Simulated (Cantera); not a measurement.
Cantera run, input and output.

```python
import numpy as np
import cantera as ct

surf = ct.Interface("ptcombust.yaml", "Pt_surf")
gas = surf.adjacent["gas"]
gas.TPX = 300, 4400, {'CH4': 0.012, 'O2': 0.13, 'N2': 0.79}
jet = ct.ImpingingJet(gas=gas, width=0.062, surface=surf)
jet.inlet.mdot, jet.inlet.T, jet.inlet.X = 0.038, 300, {'CH4': 0.012, 'O2': 0.13, 'N2': 0.79}
jet.set_refine_criteria(ratio=10, slope=0.2, curve=0.3)
show, cover = ['CH4', 'O2', 'H2O', 'OH', 'CO', 'CO2'], ["PT(S)", "H(S)", "O(S)", "OH(S)", "CO(S)", "C(S)"]

rows = []
print(f"{'Ts/K':>7s}" + "".join(f"{s:>11s}" for s in show + cover) + "   (gas at the wall, coverages)")
for i, Ts in enumerate([850, 900, 950, 1000, 1050, 1100]):
    jet.surface.T = Ts
    if i == 0:
        surf.TP = Ts, 4400
        surf.coverages = "PT(S):0.5, O(S):0.5"
        surf.advance_coverages(1.0)
        jet.set_initial_guess(products="inlet")
    jet.solve(loglevel=0, auto=(i == 0))
    rows.append([*(jet.X[gas.species_index(s), -1] for s in show), *surf[cover].coverages])
    print(f"{Ts:7g}" + "".join(f"{x:11.3e}" for x in rows[-1]))
```

It prints:

```
   Ts/K        CH4         O2        H2O         OH         CO        CO2      PT(S)       H(S)       O(S)      OH(S)      CO(S)       C(S)   (gas at the wall, coverages)
    850  1.057e-02  1.346e-01  4.310e-03  5.883e-09  3.021e-06  2.803e-03  1.610e-01  1.149e-08  8.386e-01  4.235e-04  3.268e-06  8.347e-09
    900  8.818e-03  1.309e-01  7.572e-03  2.403e-08  3.588e-06  4.936e-03  2.261e-01  3.637e-08  7.734e-01  5.093e-04  2.751e-06  9.788e-09
    950  7.053e-03  1.271e-01  1.084e-02  7.892e-08  3.970e-06  7.078e-03  2.957e-01  9.094e-08  7.038e-01  5.421e-04  2.084e-06  9.975e-09
   1000  5.565e-03  1.240e-01  1.357e-02  2.179e-07  4.234e-06  8.877e-03  3.666e-01  1.921e-07  6.328e-01  5.328e-04  1.504e-06  9.402e-09
   1050  4.425e-03  1.216e-01  1.565e-02  5.309e-07  4.493e-06  1.025e-02  4.368e-01  3.601e-07  5.627e-01  4.981e-04  1.076e-06  8.568e-09
   1100  3.585e-03  1.198e-01  1.715e-02  1.169e-06  4.814e-06  1.125e-02  5.047e-01  6.188e-07  4.948e-01  4.512e-04  7.819e-07  7.753e-09
```

Computed with Cantera and Deutschmann's 1995 Pt surface mechanism with GRI-Mech 3.0 gas chemistry. Catalytic surfaces can have several steady states; this one follows from the mechanism file's or the stated starting coverage.
